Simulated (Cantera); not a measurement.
# Adiabatic ignition

An adiabatic, constant-volume homogeneous reactor starts with CO : H2 : O2 : N2 : H2O = 1 : 1.5 : 0.781 : 8.59 : 2.7 (molar parts), at 1225 K and 1.01 bar.

Model: GRI-Mech 3.0 (53 species, 325 reactions), integrated in Cantera.

| t (s) | T (K) | P (bar) | x CO | x H2 | x O2 | x H2O2 | x H2O |
|---|---|---|---|---|---|---|---|
| 1.00e-6 | 1225 | 1.01 | 0.0686 | 0.103 | 0.0536 | <1e-12 | 0.185 |
| 5.55e-6 | 1225 | 1.01 | 0.0686 | 0.103 | 0.0536 | 9.24e-12 | 0.185 |
| 3.08e-5 | 1225 | 1.01 | 0.0686 | 0.103 | 0.0536 | 8.55e-10 | 0.185 |
| 0.000171 | 1860 | 1.48 | 0.0327 | 0.0424 | 0.00545 | 5.62e-7 | 0.245 |
| 0.000949 | 2124 | 1.66 | 0.0302 | 0.0379 | 0.000112 | 2.17e-8 | 0.265 |
| 0.00527 | 2137 | 1.67 | 0.0303 | 0.0377 | 1.79e-5 | 4.19e-9 | 0.266 |
| 0.0292 | 2137 | 1.67 | 0.0303 | 0.0377 | 1.75e-5 | 4.10e-9 | 0.266 |
| 0.162 | 2137 | 1.67 | 0.0303 | 0.0377 | 1.74e-5 | 4.09e-9 | 0.266 |
| 0.901 | 2137 | 1.67 | 0.0303 | 0.0378 | 1.73e-5 | 4.07e-9 | 0.266 |
| 5.00 | 2137 | 1.67 | 0.0303 | 0.0378 | 1.73e-5 | 4.07e-9 | 0.266 |
x: mole fraction; the columns are a selection and need not sum to one.

```json
{
 "time_of_steepest_temperature_rise": "0.129 ms",
 "temperature at 5.00 s": "2137 K",
 "equilibrium_temperature": "2137 K",
 "x(CO) at 5.00 s": "0.0303 (gas-phase equilibrium 0.0303)",
 "x(H2) at 5.00 s": "0.0378 (gas-phase equilibrium 0.0378)",
 "x(O2) at 5.00 s": "1.73e-5 (gas-phase equilibrium 1.73e-5)"
}
```
